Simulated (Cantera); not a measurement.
Source: NASA polynomial tables (part measured, part estimated), evaluated in Cantera. Values are per mole of reaction as written; species without (g) are pure solids or liquids, kept so even where they would boil at 1 bar.

Nb + 2 O(g) → NbO2(g)

```csv
T (K),ΔH° (kJ),ΔS° (J/K),ΔG° (kJ),log10 K
2423,-733.5,-121.5,-439.1,9.47
2473,___,___,___,___
2523,___,___,___,___
2573,-736.9,-122.8,-420.8,8.54
2623,-738.1,-123.3,-414.7,8.26
2673,___,___,___,___
```

Fill in the missing entries.


- 2473, ΔH° (kJ): -734.6
- 2473, ΔS° (J/K): -121.9
- 2473, ΔG° (kJ): -433.1
- 2473, log10 K: 9.15
- 2523, ΔH° (kJ): -735.7
- 2523, ΔS° (J/K): -122.4
- 2523, ΔG° (kJ): -427.0
- 2523, log10 K: 8.84
- 2673, ΔH° (kJ): -739.4
- 2673, ΔS° (J/K): -123.8
- 2673, ΔG° (kJ): -408.5
- 2673, log10 K: 7.98
